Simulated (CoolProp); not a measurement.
Values from CoolProp's reference Helmholtz-energy equation of state, Fiedler 2023.

### Question
Give the vapour pressure (MPa), liquid density (kg/m³), vapour density (kg/m³), enthalpy of vaporisation (kJ/kg) of saturated tetrahydrofuran at 66.25, 137.75, 191.35 °C.

### Answer
```
T (°C)  p (MPa)  liquid density (kg/m³)  vapour density (kg/m³)  enthalpy of vaporisation (kJ/kg)
------  -------  ----------------------  ----------------------  --------------------------------
66.25     0.102                     835                    2.69                               416
137.75    0.657                     746                    15.6                               356
191.35     1.77                     663                    42.8                               292
```
